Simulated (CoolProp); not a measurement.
R21 along the isotherm 473 K: Z from the reference equation and from simpler models built on Tc = 452.7 K, pc = 5.289 MPa, ω = 0.206; each cubic takes its own stable root.

Values from CoolProp's reference Helmholtz-energy equation of state, Platzer 1990. This equation is an older, rougher fit; its heat capacities, sound speeds and derivatives of the liquid may be far off and weren't checked against measurements.

```csv
p (MPa),phase,reference
1.89,gas,0.8873
3.78,gas,0.7462
5.67,supercritical,0.5449
7.56,supercritical,0.3111
9.44,supercritical,0.3136
11.3,supercritical,0.3472
13.2,supercritical,0.3865
15.1,supercritical,0.4271
17,supercritical,0.4682
18.9,supercritical,0.5093
20.8,supercritical,0.5502
22.7,supercritical,0.5909
24.6,supercritical,0.6313
26.4,supercritical,0.6694
```

Q: How far does each simpler model (van der Waals, Redlich-Kwong, Soave-Redlich-Kwong, Peng-Robinson) lie from the reference over these 14 states: mean and median of the absolute difference, and the worst?

A: 
- van der Waals: mean 24.8 %, median 32.5 %, worst +32.9 % at 473 K and 17 MPa
- Redlich-Kwong: mean 7.1 %, median 7.7 %, worst +13.3 % at 473 K and 9.44 MPa
- Soave-Redlich-Kwong: mean 9.1 %, median 8.8 %, worst +16.9 % at 473 K and 9.44 MPa
- Peng-Robinson: mean 2.9 %, median 2.2 %, worst +8.1 % at 473 K and 7.56 MPa
